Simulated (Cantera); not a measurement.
Reactions in the system Cl-N-O-Sr

Standard-state values (1 bar) from the NASA 1993 polynomials, evaluated with Cantera. Values are per mole of reaction as written; species without (g) are pure solids or liquids, kept so even where they would boil at 1 bar.

4 Cl(g) + 2 SrO + N(g) → 2 SrCl₂ + NO₂(g)

```csv
T (K),ΔH° (kJ),ΔS° (J/K),ΔG° (kJ),log10 K,condensed phases
300,-1397.3,-455.4,-1260.7,219.51,"SrO(s), SrCl₂(s)"
548,-1399.4,-460.6,-1147.0,109.33,"SrO(s), SrCl₂(s)"
648,-1399.7,-461.0,-1100.9,88.74,"SrO(s), SrCl₂(s)"
748,-1399.3,-460.5,-1054.8,73.66,"SrO(s), SrCl₂(s)"
848,-1398.1,-458.9,-1008.9,62.14,"SrO(s), SrCl₂(s)"
948,-1395.6,-456.2,-963.1,53.07,"SrO(s), SrCl₂(s)"
1048,-1377.9,-438.6,-918.3,45.77,"SrO(s), SrCl₂(s)"
1148,-1337.8,-403.3,-874.8,39.80,"SrO(s), SrCl₂(l)"
1248,-1333.8,-400.0,-834.7,34.93,"SrO(s), SrCl₂(l)"
1348,-1329.9,-397.0,-794.8,30.80,"SrO(s), SrCl₂(l)"
1448,-1326.0,-394.2,-755.3,27.24,"SrO(s), SrCl₂(l)"
```
